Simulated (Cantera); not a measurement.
# CHF3 + H2 (fluorocarbon and chlorocarbon gases)

A closed system holds: 1 mol CHF3, a varied amount of H2, held at 2848.15 K and 0.100 bar.

Method: chemical equilibrium by Gibbs-energy minimisation in Cantera with the NASA 1993 tables (ideal gas, pure condensed phases). Candidate condensed phases: C, C6H6, C7H8, C8H18; 95 gas species. Kinetics and transport are ignored.

```
n(H2) (mol)   x HF      x H2      x H       x F  x C2H2 (acetylene)  n C(graphite)
-----------  -----  --------  -------  --------  ------------------  -------------
0.88         0.913  0.000357  0.00578    0.0684             1.40e-5          0.958
1            0.952   0.00357   0.0183    0.0226            0.000140          0.985
1.2          0.899    0.0344   0.0567   0.00687             0.00134          0.980
1.5          0.811    0.0887   0.0910   0.00386             0.00347          0.961
1.8          0.740     0.137    0.113   0.00283             0.00536          0.941
2.1          0.680     0.179    0.129   0.00227             0.00701          0.921
2.5          0.615     0.227    0.146   0.00183             0.00887          0.893
3            0.549     0.276    0.161   0.00148              0.0108          0.857
3.6          0.487     0.323    0.174   0.00121              0.0126          0.815
4.2          0.437     0.362    0.184   0.00103              0.0141          0.772
5.1          0.380     0.406    0.195  0.000843              0.0159          0.708
```
x: gas mole fraction; n: condensed amount in mol.

From 0.88 mol H2 to 5.1 mol H2 the condensed part is C(graphite). The main C-bearing gas is CF2 at 0.88 mol H2 and C2H2 (acetylene) at 5.1 mol H2. The share of C in condensed phases is highest at 1 mol H2 (98.5 %) and lowest at 5.1 mol H2 (70.8 %).
